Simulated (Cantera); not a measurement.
A closed system holds: 1 mol C2H5OH, 1.1 mol H2, 0.79 mol O2, at 2900 K and 1.33 mbar.

Method: chemical equilibrium by Gibbs-energy minimisation in Cantera with the NASA 1993 tables (ideal gas, pure condensed phases). Candidate condensed phases: C, C6H6, C7H8, C8H18, H2O; 110 gas species. Equilibrium is a limit: real reactors are often held back by kinetics, nucleation or transport.

Base state: H 0.699, CO 0.196, H2 0.0493, O 0.0485, OH 0.00551, H2O 0.00127, CO2 0.000700, O2 0.000497 (mole fractions); condensed: gas only.

Task: What changes in the equilibrium state with this change: C2H5OH replaced by C2H6?

Result: 
| species | before | after |
|---|---|---|
| H | 0.699 | 0.754 |
| CO | 0.196 | 0.168 |
| H2 | 0.0493 | 0.0573 |
| O | 0.0485 | 8.78e-9 |
| C3 | <1e-9 | 0.00981 |
| OH | 0.00551 | 1.08e-9 |
| C | 1.51e-9 | 0.00713 |
| C2 | <1e-9 | 0.00195 |
| C2H | <1e-9 | 0.00130 |

Task: What changes in the equilibrium state with this change: temperature from 2900 K to 675 K?

Result: 
```
species             before    after
----------------  --------  -------
H2                  0.0493    0.661
CO2               0.000700    0.149
CO                   0.196   0.0961
H                    0.699    <1e-9
O                   0.0485    <1e-9
H2O                0.00127   0.0856
CH4                  <1e-9  0.00849
OH                 0.00551    <1e-9
O2                0.000497    <1e-9
C(graphite), mol         0    0.636
```
